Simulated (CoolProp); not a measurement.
Propyne along the isotherm 4.85 °C: Z from the reference equation and from simpler models built on Tc = 129.6 °C, pc = 5.658 MPa, ω = 0.204; each cubic takes its own stable root.

The numbers come from the reference Helmholtz-energy equation of state, Polt 1992 in CoolProp. This equation is an older, rougher fit; its heat capacities, sound speeds and derivatives of the liquid may be far off and weren't checked against measurements.

| p (MPa) | phase | reference | van der Waals | Soave-Redlich-Kwong |
|---|---|---|---|---|
| 1.09 | liquid | (withheld) | (withheld) | (withheld) |
| 2.18 | liquid | (withheld) | (withheld) | 0.06445 |
| 3.26 | liquid | (withheld) | (withheld) | (withheld) |

**Question.** Fill in the missing entries.

**Answer.** 
- 1.09, reference: 0.02929
- 1.09, van der Waals: 0.04848
- 1.09, Soave-Redlich-Kwong: 0.03233
- 2.18, reference: 0.05847
- 2.18, van der Waals: 0.09617
- 3.26, reference: 0.08727
- 3.26, van der Waals: 0.1428
- 3.26, Soave-Redlich-Kwong: 0.09607
